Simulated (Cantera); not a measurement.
Charge: 1 mol Si, 5.5 mol F₂, 0.63 mol Cl₂, equilibrated at 26.0 mbar.

Cantera equilibrium calculation (NASA polynomials, part measured and part estimated; ideal gas, pure solids and liquids). Candidate condensed phases: Si; 17 gas species. Rates play no part.

x: gas mole fraction; nothing condenses.

```json
[
 {"T (K)": "1425", "x F": "0.715", "x ClF": "0.152", "x SiF₄": "0.125", "x Cl": "0.00436", "x F₂": "[?]"},
 {"T (K)": "1450", "x F": "0.716", "x ClF": "0.149", "x SiF₄": "0.125", "x Cl": "0.00623", "x F₂": "[?]"},
 {"T (K)": "1475", "x F": "0.718", "x ClF": "0.146", "x SiF₄": "0.124", "x Cl": "0.00875", "x F₂": "[?]"},
 {"T (K)": "1500", "x F": "0.720", "x ClF": "0.141", "x SiF₄": "0.124", "x Cl": "0.0120", "x F₂": "[?]"},
 {"T (K)": "1525", "x F": "0.722", "x ClF": "0.136", "x SiF₄": "0.123", "x Cl": "0.0162", "x F₂": "[?]"},
 {"T (K)": "1550", "x F": "0.724", "x ClF": "0.129", "x SiF₄": "0.122", "x Cl": "0.0214", "x F₂": "[?]"},
 {"T (K)": "1575", "x F": "0.727", "x ClF": "0.121", "x SiF₄": "0.121", "x Cl": "0.0275", "x F₂": "[?]"},
 {"T (K)": "1600", "x F": "0.730", "x ClF": "0.112", "x SiF₄": "0.120", "x Cl": "0.0346", "x F₂": "[?]"},
 {"T (K)": "1625", "x F": "0.732", "x ClF": "0.102", "x SiF₄": "0.119", "x Cl": "0.0425", "x F₂": "[?]"}
]
```

### Question
Some entries are withheld; supply them.

### Answer

- 1425, x F₂: 0.00361
- 1450, x F₂: 0.00285
- 1475, x F₂: 0.00226
- 1500, x F₂: 0.00181
- 1525, x F₂: 0.00146
- 1550, x F₂: 0.00119
- 1575, x F₂: 0.000976
- 1600, x F₂: 0.000805
- 1625, x F₂: 0.000669
